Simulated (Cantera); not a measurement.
Input: 1 mol Fe3O4, 3.2 mol CH4, 1.5 mol CO, held at 39.0 mbar.

These are equilibrium values from Cantera (NASA tables, ideal gas, pure condensed phases), not measurements of a reactor. Candidate condensed phases: C, C6H6, C7H8, C8H18, Fe, Fe(CO)5, FeO, Fe(OH)2, Fe(OH)3, Fe2O3, Fe3O4, H2O; 114 gas species. Rates play no part. All values below are at 702 °C.

Base state: H2 0.543, CO 0.385, CO2 0.0384, H2O 0.0339, CH4 0.000208 (mole fractions); condensed: Fe(α).

Question: What changes in the equilibrium state with this change: CH4 from 3.2 to 1.5 mol?

Answer: 
```csv
species,before,after
H2,0.543,0.428
CO,0.385,0.394
CO2,0.0384,0.106
H2O,0.0339,0.0717
CH4,0.000208,4.96e-5
"Fe(α), mol",3.00,1.56
"FeO(s), mol",0,1.44
```
The tables' stoichiometric FeO is somewhat more stable than real wüstite, so its field is too wide. FeO: taken at fixed stoichiometry.

Question: What changes in the equilibrium state with this change: CH4 from 3.2 to 2.9 mol?

Answer: 
```csv
species,before,after
H2,0.543,0.518
CO,0.385,0.374
CO2,0.0384,0.0578
H2O,0.0339,0.0502
CH4,0.000208,0.000119
"Fe(α), mol",3.00,3.00
```
